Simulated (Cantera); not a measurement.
# Formation from one mole of S2

Source: NASA polynomial tables (part measured, part estimated), evaluated in Cantera. Values are per mole of reaction as written; species without (g) are pure solids or liquids, kept so even where they would boil at 1 bar.

2 Ca + S2(g) = 2 CaS

| T (K) | ΔH° (kJ) | ΔS° (J/K) | ΔG° (kJ) | log10 K | condensed phases |
|---|---|---|---|---|---|
| 448 | -1073.3 | -195.9 | -985.5 | 114.90 | Ca(s), CaS(s) |
| 548 | -1072.4 | -194.2 | -966.0 | 92.08 | Ca(s), CaS(s) |
| 648 | -1071.8 | -193.1 | -946.6 | 76.31 | Ca(s), CaS(s) |
| 748 | -1073.1 | -194.9 | -927.3 | 64.75 | Ca(s), CaS(s) |
| 848 | -1072.2 | -193.8 | -907.9 | 55.92 | Ca(s), CaS(s) |
| 948 | -1071.3 | -192.8 | -888.5 | 48.96 | Ca(s), CaS(s) |
| 1048 | -1070.7 | -192.2 | -869.3 | 43.33 | Ca(s), CaS(s) |
| 1148 | -1087.8 | -207.5 | -849.6 | 38.65 | Ca(l), CaS(s) |
| 1248 | -1088.2 | -207.9 | -828.8 | 34.69 | Ca(l), CaS(s) |
| 1348 | -1088.5 | -208.1 | -808.0 | 31.31 | Ca(l), CaS(s) |

2 Pb + S2(g) = 2 PbS(g)

```
T (K)  ΔH° (kJ)  ΔS° (J/K)  ΔG° (kJ)  log10 K  condensed phases
-----  --------  ---------  --------  -------  ----------------
448       132.7      138.1      70.8    -8.26             Pb(s)
548       130.7      134.2      57.2    -5.45             Pb(s)
648       118.9      114.5      44.7    -3.61             Pb(l)
748       116.7      111.3      33.4    -2.34             Pb(l)
848       114.5      108.5      22.5    -1.38             Pb(l)
948       112.3      106.1      11.7    -0.65             Pb(l)
1048      110.2      104.0       1.2    -0.06             Pb(l)
1148      108.2      102.1      -9.1     0.41             Pb(l)
1248      106.1      100.4     -19.2     0.80             Pb(l)
1348      104.1       98.9     -29.2     1.13             Pb(l)
```

2 Ni + S2(g) = 2 NiS

```json
[
 {"T (K)": "448", "ΔH° (kJ)": "-302.7", "ΔS° (J/K)": "-178.2", "ΔG° (kJ)": "-222.9", "log10 K": "25.99", "condensed phases": "Ni(s), NiS(s)"},
 {"T (K)": "548", "ΔH° (kJ)": "-301.7", "ΔS° (J/K)": "-176.2", "ΔG° (kJ)": "-205.2", "log10 K": "19.56", "condensed phases": "Ni(s), NiS(s)"},
 {"T (K)": "648", "ΔH° (kJ)": "-301.4", "ΔS° (J/K)": "-175.6", "ΔG° (kJ)": "-187.6", "log10 K": "15.12", "condensed phases": "Ni(s), NiS(s)"},
 {"T (K)": "748", "ΔH° (kJ)": "-287.5", "ΔS° (J/K)": "-154.4", "ΔG° (kJ)": "-172.0", "log10 K": "12.01", "condensed phases": "Ni(s), NiS(s)"},
 {"T (K)": "848", "ΔH° (kJ)": "-285.8", "ΔS° (J/K)": "-152.3", "ΔG° (kJ)": "-156.7", "log10 K": "9.65", "condensed phases": "Ni(s), NiS(s)"},
 {"T (K)": "948", "ΔH° (kJ)": "-283.8", "ΔS° (J/K)": "-150.0", "ΔG° (kJ)": "-141.5", "log10 K": "7.80", "condensed phases": "Ni(s), NiS(s)"},
 {"T (K)": "1048", "ΔH° (kJ)": "-281.3", "ΔS° (J/K)": "-147.5", "ΔG° (kJ)": "-126.7", "log10 K": "6.31", "condensed phases": "Ni(s), NiS(s)"},
 {"T (K)": "1148", "ΔH° (kJ)": "-278.4", "ΔS° (J/K)": "-144.9", "ΔG° (kJ)": "-112.0", "log10 K": "5.10", "condensed phases": "Ni(s), NiS(s)"},
 {"T (K)": "1248", "ΔH° (kJ)": "-275.2", "ΔS° (J/K)": "-142.2", "ΔG° (kJ)": "-97.7", "log10 K": "4.09", "condensed phases": "Ni(s), NiS(s)"},
 {"T (K)": "1348", "ΔH° (kJ)": "-210.3", "ΔS° (J/K)": "-90.4", "ΔG° (kJ)": "-88.4", "log10 K": "3.43", "condensed phases": "Ni(s), NiS(l)"}
]
```

C + S2(g) = CS2(g)

```
T (K)  ΔH° (kJ)  ΔS° (J/K)  ΔG° (kJ)  log10 K
-----  --------  ---------  --------  -------
448       -10.8        5.6     -13.4     1.56
548       -10.6        6.2     -14.0     1.33
648       -10.3        6.6     -14.6     1.18
748       -10.2        6.8     -15.3     1.07
848       -10.1        7.0     -16.0     0.98
948       -10.0        7.1     -16.7     0.92
1048       -9.9        7.1     -17.4     0.87
1148       -9.9        7.1     -18.1     0.82
1248       -9.9        7.1     -18.8     0.79
1348      -10.0        7.0     -19.5     0.76
```
